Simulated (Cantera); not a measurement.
**Premixed flame**

A freely propagating, adiabatic, planar premixed flame of 9.92 % CH4, 3.57 % H2, 15.5 % O2, 71.0 % N2, unburnt at 700 K and 100.0 Torr; mixture-averaged transport, grid criteria slope 0.08 and curve 0.16, no radiation.

Model: GRI-Mech 3.0 (53 species, 325 reactions), integrated in Cantera. Burning velocities carry a grid error of a few per cent, more on coarse grids.

| z (mm) | T (K) | u (m/s) | x CH4 | x H2 | x O2 | x H2O | x H | x HO2 |
|---|---|---|---|---|---|---|---|---|
| -6.94 | 700 | 1.76 | 0.0990 | 0.0369 | 0.155 | 4.82e-5 | 7.35e-8 | 1.09e-6 |
| -4.63 | 704 | 1.78 | 0.0985 | 0.0395 | 0.154 | 0.000526 | 1.70e-6 | 7.23e-6 |
| -3.47 | 716 | 1.81 | 0.0974 | 0.0426 | 0.153 | 0.00192 | 8.62e-6 | 1.44e-5 |
| -2.31 | 779 | 1.99 | 0.0925 | 0.0487 | 0.149 | 0.00913 | 5.62e-5 | 2.08e-5 |
| -1.16 | 1116 | 2.90 | 0.0660 | 0.0596 | 0.121 | 0.0462 | 0.000528 | 5.04e-5 |
| -0.579 | 1452 | 3.82 | 0.0369 | 0.0649 | 0.0847 | 0.0852 | 0.00196 | 9.44e-5 |
| 0 | 1763 | 4.70 | 0.0112 | 0.0654 | 0.0439 | 0.125 | 0.00574 | 5.25e-5 |
| 0.579 | 1924 | 5.15 | 0.00173 | 0.0604 | 0.0179 | 0.148 | 0.0105 | 7.98e-6 |
| 1.16 | 1973 | 5.27 | 0.000184 | 0.0559 | 0.00703 | 0.157 | 0.0138 | 8.25e-7 |
| 2.31 | 1990 | 5.31 | 2.05e-6 | 0.0543 | 0.00193 | 0.159 | 0.0159 | 1.32e-7 |
| 4.63 | 1998 | 5.32 | <1e-8 | 0.0555 | 0.00117 | 0.157 | 0.0160 | 9.10e-8 |
| 9.26 | 2006 | 5.34 | <1e-8 | 0.0560 | 0.00105 | 0.157 | 0.0153 | 8.34e-8 |
| 18.5 | 2019 | 5.36 | <1e-8 | 0.0561 | 0.000911 | 0.158 | 0.0141 | 7.47e-8 |
x: mole fraction of selected species; z is measured from the peak of heat release.

```json
{
  "laminar_burning_velocity": "176 cm/s",
  "thermal_thickness": "2.31 mm",
  "peak x(H)": "0.0161",
  "peak x(HO2)": "9.50e-5",
  "grid_points": "157"
}
```
